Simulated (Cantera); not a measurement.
Input: 1 mol SiCl₄, 0.73 mol Cl₂, 1.5 mol H₂, at 900 K and 6750 Torr.

Cantera equilibrium calculation (NASA polynomials, part measured and part estimated; ideal gas, pure solids and liquids). Candidate condensed phases: Si; 19 gas species. The numbers say what is thermodynamically allowed, not how fast it happens.

Base state: HCl 0.452, SiCl₄ 0.309, H₂ 0.238, SiHCl₃ 0.000462 (mole fractions); condensed: gas only.

Question: What changes in the equilibrium state with this change: 0.96 mol HF added?

Answer: 
| species | before | after |
|---|---|---|
| HCl | 0.452 | 0.578 |
| H₂ | 0.238 | 0.184 |
| SiCl₄ | 0.309 | 0.181 |
| SiF₄ | 0 | 0.0572 |
| HF | 0 | 0.000195 |
| SiHF₃ | 0 | 1.87e-5 |
| SiHCl₃ | 0.000462 | 0.000164 |
